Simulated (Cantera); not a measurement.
Charge: 1 mol Fe2O3, 0.35 mol HCl, 0.53 mol N2, equilibrated at 0.980 bar.

Method: chemical equilibrium by Gibbs-energy minimisation in Cantera with the NASA 1993 tables (ideal gas, pure condensed phases). Candidate condensed phases: Fe, FeCl2, FeCl3, FeO, Fe(OH)2, Fe(OH)3, Fe2O3, Fe3O4, H2O, NH4Cl; 37 gas species. Condensed phases not in the tables: FeOCl. Rates play no part.

Question: At 700 K, list the 6 most abundant gas species with their mole fractions, and the condensed phases.

Answer: N2 0.607, HCl 0.377, H2O 0.0120, Fe2Cl6 0.00335, FeCl3 0.00116, Cl2 7.72e-5. Condensed: FeCl2(s) + Fe2O3(s).
